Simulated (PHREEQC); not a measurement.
Make-up at 25 °C: 3.5 mol/kgw LiBr and 3.4 mol/kgw KBr. Closed to the air; pH follows from the charge balance.

All values are PHREEQC results (Pitzer model, pitzer.dat), not measurements.

This is a speciation only: nothing precipitates in the calculation.

Task: What activity of water, osmotic coefficient, density does the model give?

Result: activity of water 0.663; osmotic coefficient 1.652; density 1.392 g/cm³.

Complexes and solids missing from the database can't appear.
